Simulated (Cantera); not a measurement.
A diamond (100) surface in a fixed gas of H2 with x(CH4) = 0.012, x(CH3) = 0.00024, at 1025 K, 0.197 atm; coverages are run to steady state.

Detailed kinetics in Cantera: the Harris–Goodwin 1993 mechanism for the reconstructed diamond (100) surface.

One state of this run: growth (µm/h) = 23.2; θ c6HH = 0.523; θ c6H* = 0.0185; θ c6*H = 0.352; θ c6** = 0.00943; θ c6HM = 0.0690. θ: site fractions in the mechanism's names (c6HH fully hydrogenated, c6H* and c6*H radical sites, c6** diradical, c6HM methylated).

Question: Which value of x(H) does it belong to?
(A) 0.0014
(B) 0.02
(C) 0.00059
(D) 0.049

Answer: A, 0.0014
